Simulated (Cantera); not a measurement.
A perfectly stirred reactor is fed with 14.9 % CH4, 0.818 % CO, 17.7 % O2, 66.6 % N2, at 21000 Pa; it is adiabatic with a 700 K inlet, and is followed from long to short residence time, starting on the burning branch (τ in s: 0.15, 0.063, 0.027, 0.012, 0.0051, 0.0022, 0.00095, 0.00041, 0.00018, 7.7e-05, 3.3e-05, 1.4e-05).

Computed with Cantera and GRI-Mech 3.0 (53 species, 325 reactions).

Predict: blow-out, bracketed by the residence times tried; x(CH4) at τ = 0.150 s; x(CO) at τ = 0.150 s; x(O2) at τ = 0.150 s; x(C2H) at τ = 0.150 s; x(H) at τ = 0.150 s; x(CH4) at τ = 0.950 ms; x(CO) at τ = 0.950 ms; x(O2) at τ = 0.950 ms; x(C2H) at τ = 0.950 ms; x(H) at τ = 0.950 ms.


* **blow-out, bracketed by the residence times tried**: burning at 0.950 ms, out at 0.410 ms
* **x(CH4) at τ = 0.150 s**: 0.000170
* **x(CO) at τ = 0.150 s**: 0.108
* **x(O2) at τ = 0.150 s**: 0.000108
* **x(C2H) at τ = 0.150 s**: 1.81e-8
* **x(H) at τ = 0.150 s**: 0.00347
* **x(CH4) at τ = 0.950 ms**: 0.00657
* **x(CO) at τ = 0.950 ms**: 0.0997
* **x(O2) at τ = 0.950 ms**: 0.0123
* **x(C2H) at τ = 0.950 ms**: 2.14e-6
* **x(H) at τ = 0.950 ms**: 0.00396
